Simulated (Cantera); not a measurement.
# Moist CO burnout

An isothermal, constant-pressure homogeneous reactor starts with CO : O2 : H2O : N2 = 0.0051 : 0.071 : 0.00017 : 1 (molar parts), equivalence ratio 0.036, at 1150 K and 160000 Pa.

Model: GRI-Mech 3.0 (53 species, 325 reactions), integrated in Cantera.

```csv
t (s),x CO,x O2,x H2O,x NO2,x NO,x N2O,x H2O2
1.00e-5,0.00474,0.0660,0.000158,<1e-12,<1e-12,<1e-12,<1e-12
4.60e-5,0.00474,0.0660,0.000158,<1e-12,<1e-12,<1e-12,<1e-12
0.000211,0.00474,0.0660,0.000158,<1e-12,<1e-12,<1e-12,<1e-12
0.000972,0.00474,0.0660,0.000158,<1e-12,<1e-12,3.84e-12,<1e-12
0.00447,0.00474,0.0660,0.000158,<1e-12,<1e-12,7.73e-11,<1e-12
0.0206,0.00473,0.0660,0.000158,<1e-12,<1e-12,3.70e-9,6.55e-10
0.0946,0.00289,0.0651,0.000156,1.35e-9,3.25e-8,1.02e-6,1.22e-8
0.435,0.000448,0.0640,0.000158,1.73e-8,2.63e-7,2.28e-6,2.41e-9
2.00,1.71e-5,0.0638,0.000158,4.66e-8,4.06e-7,2.15e-6,8.10e-11
```
x: mole fraction; the columns are a selection and need not sum to one.

Equilibrium at this temperature and pressure: CO 7.65e-11, O2 0.0637, H2O 0.000158, NO2 1.19e-6, NO 7.90e-5, N2O 7.87e-9, H2O2 <1e-12 (gas phase only).
